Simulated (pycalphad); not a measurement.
Computed with pycalphad from the COST 507 light-alloy database (1999), at 1 atm. The database dates from 1999; later assessments differ in places, in temperatures and in the compounds included.

## Al-1.83Si-3Fe (at.%): equilibrium cooling sequence

```tsv
T (K)	phases above	phases below
1062.8	liquid	AL13FE4 + liquid
915.2	AL13FE4 + liquid	AL13FE4 + fcc + liquid
904.8	AL13FE4 + fcc + liquid	ALFESI_ALPHA + fcc + liquid
892.6	ALFESI_ALPHA + fcc + liquid	ALFESI_ALPHA + ALFESI_BETA + fcc
```

Changes were sought between steps of 75 K, so a narrower field can be missed.

Database names, with the compositions (at.%) that they take in these runs: AL13FE4: Al 76 Fe 24; ALFESI_ALPHA: Al 71-73 Fe 19 Si 8-10; ALFESI_BETA: Al 70 Si 15 Fe 15.
